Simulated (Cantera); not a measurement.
Feed: 1 mol Si(CH₃)₄, a varied amount of HCl, 1.5 mol H₂, held at 1223 K and 735 Torr.

Cantera equilibrium calculation (NASA polynomials, part measured and part estimated; ideal gas, pure solids and liquids). Candidate condensed phases: C, C₆H₆, C₇H₈, C₈H₁₈, Si, SiC; 109 gas species. The tables' values for SiCl₃ are old estimates; treat these amounts as uncertain. Rates play no part.

x: gas mole fraction; n: condensed amount in mol.

```json
[
 {"n(HCl) (mol)": "0.53", "x H₂": "0.924", "x HCl": "0.0646", "x SiCl₄": "0.000382", "x CH₄": "0.0111", "x SiHCl₃": "(withheld)", "n C(graphite)": "2.92", "n SiC(s)": "0.995"},
 {"n(HCl) (mol)": "0.75", "x H₂": "0.902", "x HCl": "0.0855", "x SiCl₄": "0.00123", "x CH₄": "0.0106", "x SiHCl₃": "(withheld)", "n C(graphite)": "2.93", "n SiC(s)": "0.986"},
 {"n(HCl) (mol)": "0.97", "x H₂": "0.884", "x HCl": "0.103", "x SiCl₄": "0.00267", "x CH₄": "0.0102", "x SiHCl₃": "(withheld)", "n C(graphite)": "2.94", "n SiC(s)": "0.970"},
 {"n(HCl) (mol)": "1.2", "x H₂": "0.867", "x HCl": "0.117", "x SiCl₄": "0.00471", "x CH₄": "0.00981", "x SiHCl₃": "(withheld)", "n C(graphite)": "2.97", "n SiC(s)": "0.948"},
 {"n(HCl) (mol)": "1.4", "x H₂": "0.854", "x HCl": "0.128", "x SiCl₄": "0.00681", "x CH₄": "0.00953", "x SiHCl₃": "(withheld)", "n C(graphite)": "2.99", "n SiC(s)": "0.925"},
 {"n(HCl) (mol)": "1.6", "x H₂": "0.843", "x HCl": "0.136", "x SiCl₄": "0.00912", "x CH₄": "0.00928", "x SiHCl₃": "(withheld)", "n C(graphite)": "3.02", "n SiC(s)": "0.899"},
 {"n(HCl) (mol)": "1.8", "x H₂": "0.833", "x HCl": "0.144", "x SiCl₄": "0.0116", "x CH₄": "0.00906", "x SiHCl₃": "(withheld)", "n C(graphite)": "3.05", "n SiC(s)": "0.871"},
 {"n(HCl) (mol)": "2.1", "x H₂": "0.819", "x HCl": "0.153", "x SiCl₄": "0.0154", "x CH₄": "0.00876", "x SiHCl₃": "(withheld)", "n C(graphite)": "3.09", "n SiC(s)": "0.825"},
 {"n(HCl) (mol)": "2.3", "x H₂": "0.811", "x HCl": "0.159", "x SiCl₄": "0.0181", "x CH₄": "0.00859", "x SiHCl₃": "(withheld)", "n C(graphite)": "3.12", "n SiC(s)": "0.793"},
 {"n(HCl) (mol)": "2.5", "x H₂": "0.803", "x HCl": "0.163", "x SiCl₄": "0.0207", "x CH₄": "0.00843", "x SiHCl₃": "(withheld)", "n C(graphite)": "3.16", "n SiC(s)": "0.760"},
 {"n(HCl) (mol)": "2.7", "x H₂": "0.796", "x HCl": "0.168", "x SiCl₄": "0.0234", "x CH₄": "0.00828", "x SiHCl₃": "0.00343", "n C(graphite)": "3.19", "n SiC(s)": "0.727"},
 {"n(HCl) (mol)": "2.9", "x H₂": "0.790", "x HCl": "0.172", "x SiCl₄": "0.0260", "x CH₄": "0.00814", "x SiHCl₃": "0.00370", "n C(graphite)": "3.23", "n SiC(s)": "0.692"}
]
```

Q: What belongs in the gaps?

A: 
- 0.53, x SiHCl₃: 0.000169
- 0.75, x SiHCl₃: 0.000402
- 0.97, x SiHCl₃: 0.000710
- 1.2, x SiHCl₃: 0.00108
- 1.4, x SiHCl₃: 0.00141
- 1.6, x SiHCl₃: 0.00174
- 1.8, x SiHCl₃: 0.00207
- 2.1, x SiHCl₃: 0.00255
- 2.3, x SiHCl₃: 0.00285
- 2.5, x SiHCl₃: 0.00315
